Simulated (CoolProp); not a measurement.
Vapour-liquid equilibrium of ethane (1) + C3F8 (R218) (2) at 0.898 MPa; x and y are mole fractions of (1).

Model: multi-fluid Helmholtz-energy mixture model, Bücker 2006 and Lemmon 2006; pair parameters Bell 2016, in CoolProp.

```csv
x,"bubble temperature, mixture model (K)","bubble temperature, Raoult's law (K)","y, mixture model","y, Raoult's law"
0.05,290.8,292.8,[?],0.208
0.2,[?],277.0,0.630,0.583
0.35,254.7,265.4,0.790,0.768
0.5,248.1,256.6,0.854,0.870
0.65,244.4,249.6,0.891,0.931
0.8,241.4,243.9,0.926,0.969
0.95,[?],239.1,0.976,0.994
```

Question: Some entries are withheld; supply them.

Answer: 
- 0.05, y, mixture model: 0.206
- 0.2, bubble temperature, mixture model (K): 267.9
- 0.95, bubble temperature, mixture model (K): 238.6

The largest gap from Raoult's law is -10.7 K in bubble temperature, at x = 0.35. No azeotrope shows between x = 0.05 and 0.95.

Pair parameters are fitted to limited data, so mixtures are less certain than the pure fluids.
